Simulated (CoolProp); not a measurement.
Properties of carbon dioxide along the isotherm 523.8 K (Tc = 304.1 K, pc = 7.377 MPa, ω = 0.224).

Values from CoolProp's reference Helmholtz-energy equation of state, Span 1996.

```json
[
 {"p (MPa)": "8.2", "phase": "supercritical", "density (kg/m³)": "86.51", "Joule-Thomson coefficient (K/MPa)": "2.489", "isothermal compressibility (1/MPa)": "0.1264", "Prandtl number": "0.781"},
 {"p (MPa)": "16.4", "phase": "supercritical", "density (kg/m³)": "178.0", "Joule-Thomson coefficient (K/MPa)": "2.081", "isothermal compressibility (1/MPa)": "0.06333", "Prandtl number": "0.838"},
 {"p (MPa)": "24.6", "phase": "supercritical", "density (kg/m³)": "269.3", "Joule-Thomson coefficient (K/MPa)": "1.628", "isothermal compressibility (1/MPa)": "0.04029", "Prandtl number": "0.894"},
 {"p (MPa)": "32.8", "phase": "supercritical", "density (kg/m³)": "354.2", "Joule-Thomson coefficient (K/MPa)": "1.210", "isothermal compressibility (1/MPa)": "0.02762", "Prandtl number": "0.941"},
 {"p (MPa)": "41", "phase": "supercritical", "density (kg/m³)": "429.2", "Joule-Thomson coefficient (K/MPa)": "0.8726", "isothermal compressibility (1/MPa)": "0.01979", "Prandtl number": "0.982"},
 {"p (MPa)": "49.2", "phase": "supercritical", "density (kg/m³)": "493.6", "Joule-Thomson coefficient (K/MPa)": "0.6144", "isothermal compressibility (1/MPa)": "0.01471", "Prandtl number": "1.01"},
 {"p (MPa)": "57.4", "phase": "supercritical", "density (kg/m³)": "548.8", "Joule-Thomson coefficient (K/MPa)": "0.4191", "isothermal compressibility (1/MPa)": "0.01132", "Prandtl number": "1.04"},
 {"p (MPa)": "65.6", "phase": "supercritical", "density (kg/m³)": "596.1", "Joule-Thomson coefficient (K/MPa)": "0.2715", "isothermal compressibility (1/MPa)": "0.008992", "Prandtl number": "1.07"},
 {"p (MPa)": "73.8", "phase": "supercritical", "density (kg/m³)": "637.1", "Joule-Thomson coefficient (K/MPa)": "0.1590", "isothermal compressibility (1/MPa)": "0.007340", "Prandtl number": "1.09"}
]
```

Viscosity comes from a separate model (Laesecke 2017). Thermal conductivity comes from a separate model (Huber 2016).
